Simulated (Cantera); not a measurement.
Feed: 1 mol CF4, 2.7 mol F2, 0.25 mol H2, at 10000 Pa.

These are equilibrium values from Cantera (NASA tables, ideal gas, pure condensed phases), not measurements of a reactor. Candidate condensed phases: C, C6H6, C7H8, C8H18; 95 gas species. Gases not in the tables: C2F6 and larger saturated fluorocarbons. Equilibrium is a limit: real reactors are often held back by kinetics, nucleation or transport.

At 2300 °C, list the 4 most abundant gas species with their mole fractions, and the condensed phases.

F 0.787, CF4 0.0949, HF 0.0711, CF2 0.0415. Condensed: gas only.
